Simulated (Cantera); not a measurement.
A Cantera script and what it prints.

```python
import numpy as np
import cantera as ct

gas_names = """
    B BF BF2 BF3 BH BHF2 BH2 BH3 BN BO BOF BOF2 BO2 B2 B2O B2O2 B2O3 B3O3F3 B3O3H3 F FO FO2 F2 F2O H HBO
    HBO2 HF HNO HNO2 HNO3 HOF HO2 H2 H2F2 H2O H2O2 H3B3O6 H3F3 H4F4 H5F5 H6F6 H7F7 N NF NF2 NF3 NH NH2
    NH3 NH2OH NO NO2 NO3 N2 N2H2 N2H4 N2O O OH O2 O3
""".split()
cond_names = """
    B(b) B(L) BN(s) B2O3(L) B3O3H3(cr) H2O(s) H2O(L)
""".split()


def load(file, names, dense=False):
    # The tables refer to 1 bar. Condensed volumes are neglected.
    table = {s.name: s for s in ct.Species.list_from_file(file)}
    out = []
    for n in names:
        d = dict(table[n].input_data)
        d["thermo"] = dict(d["thermo"], **{"reference-pressure": 1e5})
        if dense:
            d["equation-of-state"] = {"model": "constant-volume", "density": "1e6 g/cm^3"}
        out.append(ct.Species.from_dict(d))
    return out


gas = ct.Solution(thermo="ideal-gas", species=load("nasa_gas.yaml", gas_names))
cond = {s.name: ct.Solution(thermo="fixed-stoichiometry", species=[s], name=s.name)
        for s in load("nasa_condensed.yaml", cond_names, dense=True)}
atoms = {
    'BF3': {'B': 1, 'F': 3},
    'H2O': {'H': 2, 'O': 1},
    'N2': {'N': 2},
}
top_T = {'BN(s)': 3200}  # K; cautious upper limits of use, not melting points


def equilibrate(T, P, feed):
    n = {}
    for name, mol in feed.items():
        for a, k in atoms[name].items():
            n[a] = n.get(a, 0.0) + k * mol
    gas.TPX = T, P, n
    mass = sum(n.values()) * gas.mean_molecular_weight
    gas.equilibrate("TP")
    valid = [c for c in cond.values() if c.min_temp <= T <= top_T.get(c.name, c.max_temp)]
    mix = ct.Mixture([(gas, mass / gas.mean_molecular_weight)] + [(c, 0.0) for c in valid])
    mix.T, mix.P = T, P
    mix.equilibrate("TP", solver="vcs", rtol=1e-11, max_steps=5000)
    return mix


results = []
feed = {'BF3': 1, 'H2O': 7.4, 'N2': 0.64}  # mol
T = 2375  # K
P = 29000  # Pa
mix = equilibrate(T, P, feed)
results.append((T, P, feed, dict(zip(mix.species_names, mix.species_moles))))
x = sorted(zip(gas.X, gas.species_names), reverse=True)
print(f"T = {T:g} K  P = {P:g} Pa  gas = {mix.phase_moles(0):.4g} mol")
print("   x: " + "  ".join(f"{s} {v:.3e}" for v, s in x if v > 0.0001))
print("   condensed (mol): " + ("  ".join(f"{mix.phase(i).name} {mix.phase_moles(i):.4g}"
      for i in range(1, mix.n_phases) if mix.phase_moles(i) > 1e-12) or "none"))
```

It prints:

```
T = 2375 K  P = 29000 Pa  gas = 10.28 mol
   x: H2O 5.356e-01  HF 2.436e-01  N2 6.169e-02  BOF 4.817e-02  HBO2 4.612e-02  H2 3.000e-02  OH 1.442e-02  O2 1.086e-02  H 4.536e-03  BO2 1.493e-03  O 1.467e-03  NO 1.161e-03  B2O3 6.862e-04
   condensed (mol): none
```

Cantera equilibrium calculation (NASA polynomials, part measured and part estimated; ideal gas, pure solids and liquids).
